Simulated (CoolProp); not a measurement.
A single-stage vapour-compression cycle with R115: evaporating at 197.15 K (dew point), condensing at 260.15 K (bubble point), superheat 2 K, subcooling 2 K, compressor efficiency 0.85, no pressure losses. Each further row changes one setting.

Model: reference Helmholtz-energy equation of state, Lemmon 2016, in CoolProp.

| case | cooling COP | pressure ratio | discharge temperature (K) | refrigerating effect (kJ/kg) | volumetric capacity (kJ/m³) |
|---|---|---|---|---|---|
| as stated | 1.93 | 21.1 | 272.9 | 82.8 | 106 |
| evaporating temperature 202.15 K | 2.22 | 15.2 | 270.7 | ___ | 148 |
| condensing temperature 255.15 K | 2.19 | 17.6 | ___ | 87.7 | 112 |
| subcooling 7 K | ___ | 21.1 | 272.9 | 87.7 | 112 |
| superheat 12 K | 1.97 | 21.1 | 284.0 | 88.6 | ___ |
| compressor efficiency 0.75 | ___ | 21.1 | ___ | 82.8 | 106 |

Q: What belongs in the gaps?

A: 
- evaporating temperature 202.15 K, refrigerating effect (kJ/kg): 85.6
- condensing temperature 255.15 K, discharge temperature (K): 268.1
- subcooling 7 K, cooling COP: 2.05
- superheat 12 K, volumetric capacity (kJ/m³): 108
- compressor efficiency 0.75, cooling COP: 1.70
- compressor efficiency 0.75, discharge temperature (K): 280.8
